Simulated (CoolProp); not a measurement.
Vapour pressure (MPa) of ethanol: the reference equation beside estimates from Tc = 241.6 °C, pc = 6.268 MPa, ω = 0.644. Clausius-Clapeyron is anchored at 57.85 °C with a constant enthalpy of vaporisation of 40.56 kJ/mol.

The numbers come from the reference Helmholtz-energy equation of state, Schroeder 2014 in CoolProp.

```csv
T (°C),reference,Lee-Kesler,Clausius-Clapeyron,van der Waals,Soave-Redlich-Kwong
57.85,0.04242,0.04183,0.04242,0.8034,0.04173
65.05,0.05835,0.05796,0.05806,0.9025,0.05787
72.25,0.07903,0.07894,0.07842,1.009,0.07888
79.45,0.1055,0.1058,0.1046,1.124,0.1058
86.65,0.1390,0.1397,0.1380,1.248,0.1398
93.85,0.1808,0.1818,0.1801,1.379,0.1823
101.05,0.2324,0.2337,0.2326,1.520,0.2346
108.25,0.2954,0.2967,0.2975,1.669,0.2983
115.45,0.3715,0.3725,0.3770,1.828,0.3751
122.65,0.4627,0.4628,0.4738,1.996,0.4669
129.85,0.5710,0.5694,0.5905,2.174,0.5755
137.15,0.7003,0.6962,0.7324,2.363,0.7050
144.35,0.8492,0.8417,0.8991,2.561,0.8539
151.55,1.022,1.010,1.096,2.768,1.026
```

Absolute difference from the reference over all 14 rows, mean and median: Lee-Kesler 0.6 and 0.5 %, Clausius-Clapeyron 2.1 and 0.8 %, van der Waals 676.9 and 509.5 %, Soave-Redlich-Kwong 0.8 and 0.8 %.
